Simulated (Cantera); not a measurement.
A Cantera script and what it prints.

```python
import numpy as np
import cantera as ct

gas_names = """
    H H2 H2S N NH NH2 NH3 N2 N2H2 N2H4 Pb PbS Pb2 S SH SN S2 S8
""".split()
cond_names = """
    Pb(cr) Pb(L) PbS(s) PbS(L) S(cr1) S(cr2) S(L)
""".split()


def load(file, names, dense=False):
    # The tables refer to 1 bar. Condensed volumes are neglected.
    table = {s.name: s for s in ct.Species.list_from_file(file)}
    out = []
    for n in names:
        d = dict(table[n].input_data)
        d["thermo"] = dict(d["thermo"], **{"reference-pressure": 1e5})
        if dense:
            d["equation-of-state"] = {"model": "constant-volume", "density": "1e6 g/cm^3"}
        out.append(ct.Species.from_dict(d))
    return out


gas = ct.Solution(thermo="ideal-gas", species=load("nasa_gas.yaml", gas_names))
cond = {s.name: ct.Solution(thermo="fixed-stoichiometry", species=[s], name=s.name)
        for s in load("nasa_condensed.yaml", cond_names, dense=True)}
atoms = {
    'PbS': {'Pb': 1, 'S': 1},
    'H2': {'H': 2},
    'N2': {'N': 2},
}
top_T = {}  # K; cautious upper limits of use, not melting points


def equilibrate(T, P, feed):
    n = {}
    for name, mol in feed.items():
        for a, k in atoms[name].items():
            n[a] = n.get(a, 0.0) + k * mol
    gas.TPX = T, P, n
    mass = sum(n.values()) * gas.mean_molecular_weight
    gas.equilibrate("TP")
    valid = [c for c in cond.values() if c.min_temp <= T <= top_T.get(c.name, c.max_temp)]
    mix = ct.Mixture([(gas, mass / gas.mean_molecular_weight)] + [(c, 0.0) for c in valid])
    mix.T, mix.P = T, P
    mix.equilibrate("TP", solver="vcs", rtol=1e-11, max_steps=5000)
    return mix


results = []
P = 13332.2  # Pa
for T in [1023, 1123, 1223, 1323, 1423, 1523, 1623, 1723, 1823, 1923, 2023, 2123]:
    for m in [4.5, 7.3, 12, 19, 31, 51, 82, 130, 220, 350, 570, 920, 1500]:
        feed = {'PbS': 1, 'H2': m, 'N2': 37}  # mol
        mix = equilibrate(T, P, feed)
        results.append((T, P, feed, dict(zip(mix.species_names, mix.species_moles))))

for T, P, feed, n in results:
    print(f"{T:7g} {feed['H2']:10.4g}  " + (" + ".join(c for c in cond_names if n.get(c, 0) > 1e-12) or "gas only"))
```

Result:

```
   1023        4.5  Pb(L) + PbS(s)
   1023        7.3  Pb(L) + PbS(s)
   1023         12  Pb(L) + PbS(s)
   1023         19  Pb(L) + PbS(s)
   1023         31  Pb(L) + PbS(s)
   1023         51  Pb(L)
   1023         82  Pb(L)
   1023        130  Pb(L)
   1023        220  Pb(L)
   1023        350  Pb(L)
   1023        570  Pb(L)
   1023        920  Pb(L)
   1023       1500  Pb(L)
   1123        4.5  Pb(L) + PbS(s)
   1123        7.3  Pb(L) + PbS(s)
   1123         12  Pb(L)
   1123         19  Pb(L)
   1123         31  Pb(L)
   1123         51  Pb(L)
   1123         82  Pb(L)
   1123        130  Pb(L)
   1123        220  Pb(L)
   1123        350  Pb(L)
   1123        570  gas only
   1123        920  gas only
   1123       1500  gas only
   1223        4.5  gas only
   1223        7.3  gas only
   1223         12  gas only
   1223         19  gas only
   1223         31  gas only
   1223         51  gas only
   1223         82  gas only
   1223        130  gas only
   1223        220  gas only
   1223        350  gas only
   1223        570  gas only
   1223        920  gas only
   1223       1500  gas only
   1323        4.5  gas only
   1323        7.3  gas only
   1323         12  gas only
   1323         19  gas only
   1323         31  gas only
   1323         51  gas only
   1323         82  gas only
   1323        130  gas only
   1323        220  gas only
   1323        350  gas only
   1323        570  gas only
   1323        920  gas only
   1323       1500  gas only
   1423        4.5  gas only
   1423        7.3  gas only
   1423         12  gas only
   1423         19  gas only
   1423         31  gas only
   1423         51  gas only
   1423         82  gas only
   1423        130  gas only
   1423        220  gas only
   1423        350  gas only
   1423        570  gas only
   1423        920  gas only
   1423       1500  gas only
   1523        4.5  gas only
   1523        7.3  gas only
   1523         12  gas only
   1523         19  gas only
   1523         31  gas only
   1523         51  gas only
   1523         82  gas only
   1523        130  gas only
   1523        220  gas only
   1523        350  gas only
   1523        570  gas only
   1523        920  gas only
   1523       1500  gas only
   1623        4.5  gas only
   1623        7.3  gas only
   1623         12  gas only
   1623         19  gas only
   1623         31  gas only
   1623         51  gas only
   1623         82  gas only
   1623        130  gas only
   1623        220  gas only
   1623        350  gas only
   1623        570  gas only
   1623        920  gas only
   1623       1500  gas only
   1723        4.5  gas only
   1723        7.3  gas only
   1723         12  gas only
   1723         19  gas only
   1723         31  gas only
   1723         51  gas only
   1723         82  gas only
   1723        130  gas only
   1723        220  gas only
   1723        350  gas only
   1723        570  gas only
   1723        920  gas only
   1723       1500  gas only
   1823        4.5  gas only
   1823        7.3  gas only
   1823         12  gas only
   1823         19  gas only
   1823         31  gas only
   1823         51  gas only
   1823         82  gas only
   1823        130  gas only
   1823        220  gas only
   1823        350  gas only
   1823        570  gas only
   1823        920  gas only
   1823       1500  gas only
   1923        4.5  gas only
   1923        7.3  gas only
   1923         12  gas only
   1923         19  gas only
   1923         31  gas only
   1923         51  gas only
   1923         82  gas only
   1923        130  gas only
   1923        220  gas only
   1923        350  gas only
   1923        570  gas only
   1923        920  gas only
   1923       1500  gas only
   2023        4.5  gas only
   2023        7.3  gas only
   2023         12  gas only
   2023         19  gas only
   2023         31  gas only
   2023         51  gas only
   2023         82  gas only
   2023        130  gas only
   2023        220  gas only
   2023        350  gas only
   2023        570  gas only
   2023        920  gas only
   2023       1500  gas only
   2123        4.5  gas only
   2123        7.3  gas only
   2123         12  gas only
   2123         19  gas only
   2123         31  gas only
   2123         51  gas only
   2123         82  gas only
   2123        130  gas only
   2123        220  gas only
   2123        350  gas only
   2123        570  gas only
   2123        920  gas only
   2123       1500  gas only
```

These are equilibrium values from Cantera (NASA tables, ideal gas, pure condensed phases), not measurements of a reactor. Mutual solubility and eutectic melting of coexisting phases are not modelled.
